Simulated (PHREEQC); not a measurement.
Make-up at 42 °C: 0.012 mol NaHS, 3.3e-05 mol H2SiF6 and 0.0013 mol MgCl2 per kg of water. It is in equilibrium with CO2 at log p = -3.5 (atm). Otherwise closed; pH follows from the charge balance.

Computed with PHREEQC (ion-association model, phreeqc.dat).

This is a speciation only: nothing precipitates in the calculation.

Predict the pH, ionic strength, specific conductance.

pH 7.97; ionic strength 0.0159 mol/kgw; specific conductance 2190 µS/cm.

In which forms is F present?

F- 93 %, MgF+ 6.4 % of the F.

Species that the database lacks are ignored. At this temperature some constants are extrapolated from 25 °C, and those without enthalpy data are left unchanged. SiF6-2 is the database's only silicon fluoride.
